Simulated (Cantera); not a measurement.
Input: 1 mol Si(CH3)4, 220 mol H2, 0.12 mol HCl, equilibrated at 1852 °C and 42.0 Torr.

Method: chemical equilibrium by Gibbs-energy minimisation in Cantera with the NASA 1993 tables (ideal gas, pure condensed phases). Candidate condensed phases: C, C6H6, C7H8, C8H18, Si, SiC; 109 gas species. Gases not in the tables: Si2H6 and higher silanes. Kinetics and transport are ignored.

Base state: H2 0.982, H 0.0152, C2H2 (acetylene) 0.00165, HCl 0.000520, Si 0.000263, SiH 3.17e-5, SiC2 1.88e-5, SiH2 1.72e-5 (mole fractions); condensed: C(graphite) + SiC(s).

What changes in the equilibrium state with this change: temperature from 1852 °C to 1400 °C?


| species | before | after |
|---|---|---|
| H2 | 0.982 | 0.999 |
| HCl | 0.000520 | 0.000530 |
| H | 0.0152 | 0.000482 |
| C2H2 (acetylene) | 0.00165 | 5.70e-5 |
| SiH2 | 1.72e-5 | 1.47e-7 |
| SiC2 | 1.88e-5 | <1e-9 |
| Si2C | 1.18e-5 | <1e-9 |
| Si | 0.000263 | 1.00e-7 |
| SiH | 3.17e-5 | 4.00e-8 |
| C(graphite), mol | 2.31 | 2.96 |
| SiC(s), mol | 0.919 | 1.000 |
